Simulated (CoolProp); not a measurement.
Vapour pressure (MPa) of toluene: the reference equation beside estimates from Tc = 591.7 K, pc = 4.126 MPa, ω = 0.266. Clausius-Clapeyron is anchored at 427 K with a constant enthalpy of vaporisation of 30.42 kJ/mol.

Model: reference Helmholtz-energy equation of state, Lemmon 2006, in CoolProp. It is a short technical equation, of lower accuracy than the large ones.

```json
[
 {"T (K)": "335.2", "reference": "0.02010", "Lee-Kesler": "0.01930", "Clausius-Clapeyron": "0.02873", "van der Waals": "0.2551", "Redlich-Kwong": "0.04496", "Soave-Redlich-Kwong": "0.01959", "Peng-Robinson": "0.02032"},
 {"T (K)": "353.6", "reference": "0.03948", "Lee-Kesler": "0.03834", "Clausius-Clapeyron": "0.05070", "van der Waals": "0.3501", "Redlich-Kwong": "0.08093", "Soave-Redlich-Kwong": "0.03869", "Peng-Robinson": "0.03961"},
 {"T (K)": "371.9", "reference": "0.07147", "Lee-Kesler": "0.07016", "Clausius-Clapeyron": "0.08436", "van der Waals": "0.4661", "Redlich-Kwong": "0.1353", "Soave-Redlich-Kwong": "0.07047", "Peng-Robinson": "0.07139"},
 {"T (K)": "390.3", "reference": "0.1216", "Lee-Kesler": "0.1205", "Clausius-Clapeyron": "0.1341", "van der Waals": "0.6063", "Redlich-Kwong": "0.2139", "Soave-Redlich-Kwong": "0.1206", "Peng-Robinson": "0.1212"},
 {"T (K)": "408.6", "reference": "0.1953", "Lee-Kesler": "0.1950", "Clausius-Clapeyron": "0.2041", "van der Waals": "0.7712", "Redlich-Kwong": "0.3212", "Soave-Redlich-Kwong": "0.1949", "Peng-Robinson": "0.1946"},
 {"T (K)": "427", "reference": "0.3002", "Lee-Kesler": "0.3014", "Clausius-Clapeyron": "0.3002", "van der Waals": "0.9641", "Redlich-Kwong": "0.4638", "Soave-Redlich-Kwong": "0.3012", "Peng-Robinson": "0.2993"},
 {"T (K)": "445.3", "reference": "0.4426", "Lee-Kesler": "0.4459", "Clausius-Clapeyron": "0.4269", "van der Waals": "1.185", "Redlich-Kwong": "0.6458", "Soave-Redlich-Kwong": "0.4463", "Peng-Robinson": "0.4419"},
 {"T (K)": "463.7", "reference": "0.6320", "Lee-Kesler": "0.6382", "Clausius-Clapeyron": "0.5915", "van der Waals": "1.436", "Redlich-Kwong": "0.8743", "Soave-Redlich-Kwong": "0.6402", "Peng-Robinson": "0.6325"},
 {"T (K)": "482", "reference": "0.8751", "Lee-Kesler": "0.8843", "Clausius-Clapeyron": "0.7981", "van der Waals": "1.718", "Redlich-Kwong": "1.152", "Soave-Redlich-Kwong": "0.8898", "Peng-Robinson": "0.8781"},
 {"T (K)": "500.4", "reference": "1.184", "Lee-Kesler": "1.196", "Clausius-Clapeyron": "1.055", "van der Waals": "2.035", "Redlich-Kwong": "1.487", "Soave-Redlich-Kwong": "1.207", "Peng-Robinson": "1.191"},
 {"T (K)": "518.7", "reference": "1.566", "Lee-Kesler": "1.580", "Clausius-Clapeyron": "1.366", "van der Waals": "2.383", "Redlich-Kwong": "1.879", "Soave-Redlich-Kwong": "1.599", "Peng-Robinson": "1.579"},
 {"T (K)": "537.1", "reference": "2.037", "Lee-Kesler": "2.052", "Clausius-Clapeyron": "1.739", "van der Waals": "2.768", "Redlich-Kwong": "2.339", "Soave-Redlich-Kwong": "2.080", "Peng-Robinson": "2.058"},
 {"T (K)": "555.5", "reference": "2.611", "Lee-Kesler": "2.626", "Clausius-Clapeyron": "2.179", "van der Waals": "3.189", "Redlich-Kwong": "2.867", "Soave-Redlich-Kwong": "2.658", "Peng-Robinson": "2.637"}
]
```

Absolute difference from the reference over all 13 rows, mean and median: Lee-Kesler 1.2 and 0.9 %, Clausius-Clapeyron 13.7 and 10.9 %, van der Waals 307.4 and 167.7 %, Redlich-Kwong 53.8 and 45.9 %, Soave-Redlich-Kwong 1.5 and 1.7 %, Peng-Robinson 0.5 and 0.3 %.
